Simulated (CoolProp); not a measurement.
R143a at several states: fugacity coefficient from the reference equation and from simpler models built on Tc = 345.9 K, pc = 3.762 MPa, ω = 0.261; each cubic takes its own stable root.

Computed with CoolProp (reference Helmholtz-energy equation of state, Lemmon and Jacobsen 2000).

| T (K) | p (MPa) | phase | reference | van der Waals | Redlich-Kwong | Soave-Redlich-Kwong | Peng-Robinson |
|---|---|---|---|---|---|---|---|
| 193.1 | 17.5 | liquid | 0.001815 | 0.03994 | 0.004663 | 0.002002 | 0.001895 |
| 242.6 | 1.24 | liquid | 0.1631 | 0.5468 | 0.2586 | 0.1673 | 0.1654 |
| 310.9 | 7.88 | liquid | 0.2080 | 0.3198 | 0.2518 | 0.2277 | 0.2151 |
